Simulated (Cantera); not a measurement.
Input: 1 mol SiCl4, 0.19 mol NO, 2.9 mol H2, 0.28 mol N2O, held at 16.0 Pa.

These are equilibrium values from Cantera (NASA tables, ideal gas, pure condensed phases), not measurements of a reactor. Candidate condensed phases: H2O, NH4Cl, Si, SiO2, Si2N2O, Si3N4; 47 gas species. Mutual solubility and eutectic melting of coexisting phases are not modelled. The tables' values for SiCl3, SiCl are old estimates; treat these amounts as uncertain. The tables hold silica as quartz up to 1696 K and as liquid above; real silica turns to tridymite and cristobalite and melts near 1996 K. Kinetics and transport are ignored.

x: gas mole fraction; n: condensed amount in mol.

| T (°C) | x HCl | x H2 | x SiCl2 | x SiO | x N2 | x SiCl4 | x Cl | n SiO2(α-quartz) | n Si2N2O(s) | n SiO2(β-quartz) |
|---|---|---|---|---|---|---|---|---|---|---|
| 400 | 0.679 | 0.278 | 1.31e-12 | <1e-12 | 4.60e-7 | 0.0431 | <1e-12 | 0.0475 | 0.375 | 0 |
| 550 | 0.679 | 0.278 | 2.51e-8 | <1e-12 | 3.41e-6 | 0.0431 | 7.62e-10 | 0.0475 | 0.375 | 0 |
| 700 | 0.679 | 0.278 | … | … | … | 0.0428 | … | 0 | 0.375 | 0.0475 |
| 850 | 0.684 | 0.273 | … | … | … | … | … | 0 | 0.375 | 0.0476 |
| 1000 | 0.710 | 0.243 | 0.0255 | 0.00167 | 0.00150 | 0.0110 | 6.90e-5 | 0 | 0.368 | 0.0471 |
| 1150 | 0.578 | 0.241 | 0.0677 | 0.0621 | 0.0447 | 0.00105 | 0.000507 | 0 | 0.131 | 0 |
| 1300 | 0.507 | 0.250 | 0.0902 | 0.0817 | 0.0652 | 9.88e-5 | 0.00259 | 0 | 0 | 0 |
| 1450 | 0.496 | 0.249 | 0.0901 | 0.0811 | 0.0647 | 1.38e-5 | 0.0111 | 0 | 0 | 0 |

Problem. Complete the blanks.

Solution. 
- 700, x SiCl2: 2.16e-5
- 700, x SiO: 2.90e-9
- 700, x N2: 1.47e-5
- 700, x Cl: 1.04e-7
- 850, x SiCl2: 0.00251
- 850, x SiO: 8.23e-6
- 850, x N2: 5.83e-5
- 850, x SiCl4: 0.0375
- 850, x Cl: 3.92e-6
